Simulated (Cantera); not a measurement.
**Silicon epitaxy and polysilicon growth: SiCl4 + N2**

Input: 1 mol SiCl4, 190 mol N2, held at 1450 °C and 13300 Pa.

Equilibrium computed with Cantera from the NASA thermochemical tables; the gas is ideal and each condensed phase is pure. Candidate condensed phases: Si, Si3N4; 13 gas species. The tables' values for SiCl3 are old estimates; treat these amounts as uncertain. Rates play no part.

The x(N2) comes out as 0.992 and the x(SiCl4) comes out as 0.00344. The x(Cl) is 0.00243. The x(SiCl3) is 0.00111 and the x(SiCl2) is 0.000674. The x(Cl2) is 1.68e-5 and the gas amount comes out as 191.5 mol. The log10 activity of Si(l) (absent) comes out as -5.30.
